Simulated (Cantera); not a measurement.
Charge: 1 mol SO2, 0.83 mol H2, at 2548 K and 0.00110 bar.

Cantera equilibrium calculation (NASA polynomials, part measured and part estimated; ideal gas, pure solids and liquids). Candidate condensed phases: H2O, H2SO4, S; 19 gas species. Rates play no part.

Base state: H 0.274, SO 0.178, SO2 0.150, O 0.102, H2 0.0861, H2O 0.0709, S 0.0524, OH 0.0493 (mole fractions); condensed: gas only.

Task: What changes in the equilibrium state with this change: temperature from 2548 K to 750 K?

Result: 
| species | before | after |
|---|---|---|
| H2O | 0.0709 | 0.487 |
| SO2 | 0.150 | 0.377 |
| S2 | 0.00106 | 0.107 |
| H | 0.274 | <1e-9 |
| O | 0.102 | <1e-9 |
| S | 0.0524 | <1e-9 |
| OH | 0.0493 | <1e-9 |
| O2 | 0.0344 | <1e-9 |
| SO | 0.178 | 9.67e-7 |
| H2S | 1.70e-5 | 0.0281 |
| H2 | 0.0861 | 0.000531 |
| SH | 0.00177 | 3.08e-7 |
| S2O | 1.78e-5 | 0.00142 |
Gases not in the tables: S3 to S7.

Task: What changes in the equilibrium state with this change: SO2 replaced by H2O?

Result: 
```csv
species,before,after
H,0.274,0.446
H2,0.0861,0.229
H2O,0.0709,0.154
SO,0.178,0
SO2,0.150,0
S,0.0524,0
O2,0.0344,0.0229
OH,0.0493,0.0656
O,0.102,0.0835
SH,0.00177,0
S2,0.00106,0
```
